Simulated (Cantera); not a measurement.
Mixture: 28.8 % H₂, 17.3 % O₂, 53.9 % N₂, equivalence ratio 0.83, at 22.0 bar, adiabatic and at constant pressure. Ignition delay is the time to a rise of 400 K.

Model: GRI-Mech 3.0 (53 species, 325 reactions), integrated in Cantera. The hydrogen kinetics of GRI-Mech 3.0 are dated; newer H2 mechanisms differ, most at raised pressure. The pressure lies above the range GRI-Mech 3.0 was tuned for (to about 10 atm).

Task: At T0 = 1323 K, what is the delay, and which 6 reactions control it most (d ln τ / d ln k, from doubling and halving each rate constant)?

Result: The delay is 9.02 µs.
```
reaction                  d ln τ / d ln k   faster rate
------------------------  ---------------  ------------
H + O2 <=> O + OH                   -2.22   shortens it
H + O2 + N2 <=> HO2 + N2             1.13  lengthens it
H + O2 + M <=> HO2 + M               1.01  lengthens it
H + H2O2 <=> H2 + HO2               -0.35   shortens it
H + O2 + O2 <=> HO2 + O2             0.32  lengthens it
H + HO2 <=> 2 OH                    -0.26   shortens it
```
